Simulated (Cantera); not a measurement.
A perfectly stirred reactor is fed with 0.245 % C2H6, 5.37 % O2, 94.2 % N2, 0.151 % CH4, equivalence ratio 0.22, at 1500000 Pa; it is held at 1175 K, and followed from long to short residence time.

Model: GRI-Mech 3.0 (53 species, 325 reactions), integrated in Cantera. The pressure lies above the range GRI-Mech 3.0 was tuned for (to about 10 atm).

Predict: x(C2H6) at τ = 15.0 s; x(O2) at τ = 15.0 s; x(CH3) at τ = 15.0 s; x(C2H6) at τ = 50.0 ms; x(O2) at τ = 50.0 ms; x(CH3) at τ = 50.0 ms.


- x(C2H6) at τ = 15.0 s = 9.43e-7
- x(O2) at τ = 15.0 s = 0.0421
- x(CH3) at τ = 15.0 s = 1.61e-8
- x(C2H6) at τ = 50.0 ms = 4.07e-5
- x(O2) at τ = 50.0 ms = 0.0437
- x(CH3) at τ = 50.0 ms = 5.05e-7
